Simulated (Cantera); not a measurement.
Mixture: CH₄ : C₂H₆ : O₂ : N₂ = 1 : 0.18 : 1.46 : 5.49 (molar parts), at 9.87 atm, adiabatic and at constant volume. Ignition delay is the time to a rise of 400 K.

Cantera simulation using GRI-Mech 3.0 (53 species, 325 reactions); the numbers are that mechanism's predictions, not measurements.

Question: What does this change do: pressure from 9.87 atm to 7.01 atm?

Answer: 
```csv
quantity,before,after
delay at 1273 K,0.276 ms,0.356 ms
delay at 1348 K,0.132 ms,0.171 ms
delay at 1423 K,68.8 µs,89.2 µs
delay at 1498 K,37.8 µs,48.7 µs
delay at 1573 K,21.5 µs,27.5 µs
delay at 1648 K,12.6 µs,16.1 µs
apparent activation energy between 1498 and 1648 K,150 kJ/mol,150 kJ/mol
```
